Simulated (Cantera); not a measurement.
A closed system holds: 1 mol BF3, 1.2 mol H2O, a varied amount of N2, held at 2350 K and 0.220 bar.

Cantera equilibrium calculation (NASA polynomials, part measured and part estimated; ideal gas, pure solids and liquids). Candidate condensed phases: B, BN, B2O3, B3O3H3, H2O; 62 gas species. The tables' values for BF2 are old estimates; treat these amounts as uncertain. Kinetics and transport are ignored.

x: gas mole fraction; nothing condenses.

| n(N2) (mol) | x N2 | x HF | x BOF | x H2O |
|---|---|---|---|---|
| 23 | 0.876 | 0.0771 | 0.0368 | 0.00449 |
| 28 | 0.896 | 0.0647 | 0.0309 | 0.00366 |
| 32 | 0.907 | 0.0574 | 0.0274 | 0.00318 |
| 38 | 0.921 | … | … | … |
| 45 | 0.932 | 0.0419 | 0.0201 | 0.00218 |
| 53 | 0.942 | 0.0359 | 0.0172 | 0.00181 |
| 62 | 0.950 | … | … | … |
| 73 | 0.957 | 0.0265 | 0.0127 | 0.00124 |
| 85 | 0.963 | 0.0229 | 0.0110 | 0.00103 |
| 100 | 0.968 | 0.0196 | 0.00941 | 0.000842 |
| 120 | 0.973 | 0.0164 | 0.00789 | 0.000668 |
| 140 | 0.977 | 0.0141 | 0.00680 | 0.000546 |
| 160 | 0.980 | 0.0124 | 0.00597 | 0.000457 |

Problem. Complete the blanks.

Solution. 
- 62, x HF: 0.0310
- 62, x BOF: 0.0149
- 62, x H2O: 0.00151
- 38, x HF: 0.0490
- 38, x BOF: 0.0235
- 38, x H2O: 0.00263
